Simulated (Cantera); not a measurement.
A freely propagating, adiabatic, planar premixed flame of H₂ : O₂ : N₂ : H₂O = 1 : 0.943 : 2.83 : 0.42 (molar parts), equivalence ratio 0.53, unburnt at 675 K and 1.30 bar; mixture-averaged transport, grid criteria slope 0.08 and curve 0.16, no radiation.

Model: the H2/O2 subset of GRI-Mech 3.0, which has no nitrogen chemistry, integrated in Cantera. Burning velocities carry a grid error of a few per cent, more on coarse grids. Lean hydrogen flames are cellular in practice and burn faster than this planar one.

What does this change do: H2 1 to 0.76 parts?


```tsv
quantity	before	after
laminar burning velocity	484 cm/s	252 cm/s
thermal thickness	0.278 mm	0.292 mm
peak x(H)	0.0144	0.00497
peak x(H₂O₂)	3.37e-5	5.10e-5
peak x(HO₂)	0.000479	0.000430
```

What does this change do: H2 1 to 1.3 parts?


```json
[
 {"quantity": "laminar burning velocity", "before": "484 cm/s", "after": "719 cm/s"},
 {"quantity": "thermal thickness", "before": "0.278 mm", "after": "0.291 mm"},
 {"quantity": "peak x(H)", "before": "0.0144", "after": "0.0290"},
 {"quantity": "peak x(H₂O₂)", "before": "3.37e-5", "after": "2.59e-5"},
 {"quantity": "peak x(HO₂)", "before": "0.000479", "after": "0.000488"}
]
```

What does this change do: inlet temperature 675 to 550 K?


```json
[
 {"quantity": "laminar burning velocity", "before": "484 cm/s", "after": "250 cm/s"},
 {"quantity": "thermal thickness", "before": "0.278 mm", "after": "0.265 mm"},
 {"quantity": "peak x(H)", "before": "0.0144", "after": "0.00890"},
 {"quantity": "peak x(H₂O₂)", "before": "3.37e-5", "after": "6.00e-5"},
 {"quantity": "peak x(HO₂)", "before": "0.000479", "after": "0.000527"}
]
```
